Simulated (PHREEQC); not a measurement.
Solution (25 °C): 0.019 mol/kgw LiOH, 6.2e-05 mol/kgw CO2 and 0.0028 mol/kgw Na2CO3. Closed to the air; pH follows from the charge balance.

Equilibrium calculation in PHREEQC: ion-association model, phreeqc.dat.

Each row changes one thing in this solution. Precipitation was switched off in this run.

| case | pH | ionic strength (mol/kgw) | CO3-2 (mol/kgw) | HCO3- (mol/kgw) |
|---|---|---|---|---|
| as made | 12.20 | 0.0271 | 0.00269 | 2.30e-5 |
| CO2 left out | 12.20 | 0.0271 | 0.00263 | 2.24e-5 |
| temperature from 25 to 90 °C | 10.61 | 0.0251 | 0.00154 | 0.000314 |
| Na2CO3 left out | 12.21 | 0.0191 | 6.15e-5 | 5.46e-7 |
| LiOH replaced by LiCl at the same molality | 10.64 | 0.0266 | 0.00210 | 0.000647 |
| diluted 2-fold with water | [?] | [?] | 0.00136 | 2.49e-5 |
| CO2 replaced by (NH4)2CO3 at the same molality | 12.20 | 0.0271 | 0.00269 | 2.30e-5 |

### Question
Some entries are withheld; supply them.

### Answer

- diluted 2-fold with water, pH: 11.92
- diluted 2-fold with water, ionic strength (mol/kgw): 0.0136

Constants without temperature data keep their 25 °C values here.
